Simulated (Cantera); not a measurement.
## Hydrogen reduction and annealing atmospheres: FeS₂ + H₂ + H₂O

Charge: 1 mol FeS₂, 35 mol H₂, 0.93 mol H₂O, held at 44.0 Pa.

Cantera equilibrium calculation (NASA polynomials, part measured and part estimated; ideal gas, pure solids and liquids). Candidate condensed phases: Fe, FeO, Fe(OH)₂, Fe(OH)₃, FeS, FeSO₄, FeS₂, Fe₂O₃, Fe₂(SO₄)₃, Fe₃O₄, H₂O, H₂SO₄, S; 22 gas species. Metal and sulfide melt together well below either melting point, which pure phases cannot show. Mutual solubility and eutectic melting of coexisting phases are not modelled. FeS: taken at fixed stoichiometry. Kinetics and transport are ignored.

```json
[
 {"T (K)": "1300", "x H₂": "0.952", "x H₂O": "0.0257", "x S₂": "0.00543", "x H₂S": "0.0163", "n FeS(s)": "1.000", "n Fe(γ)": "0"},
 {"T (K)": "1325", "x H₂": "0.953", "x H₂O": "0.0257", "x S₂": "0.00612", "x H₂S": "0.0148", "n FeS(s)": "1.000", "n Fe(γ)": "0"},
 {"T (K)": "1350", "x H₂": "0.953", "x H₂O": "0.0257", "x S₂": "0.00677", "x H₂S": "0.0134", "n FeS(s)": "1.000", "n Fe(γ)": "0"},
 {"T (K)": "1375", "x H₂": "0.954", "x H₂O": "0.0257", "x S₂": "0.00736", "x H₂S": "0.0121", "n FeS(s)": "0.999", "n Fe(γ)": "0"},
 {"T (K)": "1400", "x H₂": "0.954", "x H₂O": "0.0256", "x S₂": "0.00789", "x H₂S": "0.0109", "n FeS(s)": "0.999", "n Fe(γ)": "0"},
 {"T (K)": "1425", "x H₂": "0.950", "x H₂O": "0.0255", "x S₂": "0.0117", "x H₂S": "0.0115", "n FeS(s)": "0.678", "n Fe(γ)": "0.319"},
 {"T (K)": "1450", "x H₂": "0.941", "x H₂O": "0.0253", "x S₂": "0.0184", "x H₂S": "0.0125", "n FeS(s)": "0.120", "n Fe(γ)": "0.875"},
 {"T (K)": "1475", "x H₂": "0.940", "x H₂O": "0.0252", "x S₂": "0.0203", "x H₂S": "0.0115", "n FeS(s)": "0", "n Fe(γ)": "0.993"}
]
```
x: gas mole fraction; n: condensed amount in mol.

From 1300 K to 1400 K the condensed part is FeS(s). From 1425 K to 1450 K the condensed part is Fe(γ) + FeS(s). At 1475 K the condensed part is Fe(γ). The main Fe-bearing gas is Fe throughout.
